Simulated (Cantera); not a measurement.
Feed: 1 mol Al(CH3)3, 26 mol NH3, 5.2 mol H2, at 0.133 bar.

Equilibrium computed with Cantera from the NASA thermochemical tables; the gas is ideal and each condensed phase is pure. Candidate condensed phases: Al, AlN, C, C6H6, C7H8, C8H18; 97 gas species. The feed counts by its element totals alone. The numbers say what is thermodynamically allowed, not how fast it happens.

### Question
At 1602 °C, list the 4 most abundant gas species with their mole fractions, and the condensed phases.

### Answer
H2 0.792, N2 0.202, HCN 0.00349, H 0.00160. Condensed: AlN(s) + C(graphite).
